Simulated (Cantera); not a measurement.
Mixture: CH3OH : O2 : N2 = 1 : 0.938 : 3.52 (molar parts), equivalence ratio 1.6, at 630000 Pa, adiabatic and at constant volume. Ignition delay is the time to a rise of 400 K.

Cantera simulation using GRI-Mech 3.0 (53 species, 325 reactions); the numbers are that mechanism's predictions, not measurements. GRI-Mech 3.0 was tuned for natural gas; its chemistry of methanol as a main component is partial and can be far from experiment.

Task: What does this change do: N2 3.52 to 9.5 parts?

Result: 
```tsv
quantity	before	after
delay at 1175 K	2.82 ms	3.63 ms
delay at 1325 K	0.274 ms	0.362 ms
delay at 1475 K	45.2 µs	63.8 µs
delay at 1625 K	11.2 µs	17.4 µs
apparent activation energy between 1550 and 1700 K	180 kJ/mol	170 kJ/mol
```
